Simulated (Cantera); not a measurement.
Feed: 1 mol V, 1.9 mol N2O, 11 mol N2, at 1948.15 K and 0.133 bar.

These are equilibrium values from Cantera (NASA tables, ideal gas, pure condensed phases), not measurements of a reactor. Candidate condensed phases: V, VN, VO, V2O3, V2O4, V2O5; 13 gas species. Mutual solubility and eutectic melting of coexisting phases are not modelled. Condensed phases not in the tables: the oxides between V2O3 and V2O5 other than VO2. Rates play no part.

**Question.** What is the equilibrium state?

**Answer.** 
| Property | Value |
|---|---|
| x(N2) | 0.997 |
| x(VO2) | 0.00190 |
| x(O2) | 0.000621 |
| x(NO) | 0.000405 |
| x(O) | 3.04e-5 |
| n(V2O3(s)) | 0.122 mol |
| n(V2O4(l)) | 0.366 mol |
| gas amount | 12.94 mol |
| log10 activity of V2O5(l) (absent) | -2.01 |
| log10 activity of V(s) (absent) | -6.90 |
